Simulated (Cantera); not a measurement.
Feed: 1 mol Si3H8, a varied amount of HCl, 4.9 mol N2, held at 1025 K and 25000 Pa.

These are equilibrium values from Cantera (NASA tables, ideal gas, pure condensed phases), not measurements of a reactor. Candidate condensed phases: NH4Cl, Si, Si3N4; 28 gas species. The feed counts by its element totals alone. N2 is the only nitrogen source here; it is nearly inert below about 1500 K, so the nitride shown seldom forms there in practice. Equilibrium is a limit: real reactors are often held back by kinetics, nucleation or transport.

Q: What share of the Si ends up in condensed phases as a function of n(HCl) (mol), at 0.17, 0.61, 1, 1.5, 1.9, 2.4, 2.8, 3.3, 3.7?

A: 
```json
[
 {"n(HCl) (mol)": "0.17", "Si condensed (%)": "100.0", "as": "Si3N4(s)"},
 {"n(HCl) (mol)": "0.61", "Si condensed (%)": "100.0", "as": "Si3N4(s)"},
 {"n(HCl) (mol)": "1", "Si condensed (%)": "99.9", "as": "Si3N4(s)"},
 {"n(HCl) (mol)": "1.5", "Si condensed (%)": "99.6", "as": "Si3N4(s)"},
 {"n(HCl) (mol)": "1.9", "Si condensed (%)": "99.1", "as": "Si3N4(s)"},
 {"n(HCl) (mol)": "2.4", "Si condensed (%)": "98.2", "as": "Si3N4(s)"},
 {"n(HCl) (mol)": "2.8", "Si condensed (%)": "97.2", "as": "Si3N4(s)"},
 {"n(HCl) (mol)": "3.3", "Si condensed (%)": "95.7", "as": "Si3N4(s)"},
 {"n(HCl) (mol)": "3.7", "Si condensed (%)": "94.4", "as": "Si3N4(s)"}
]
```
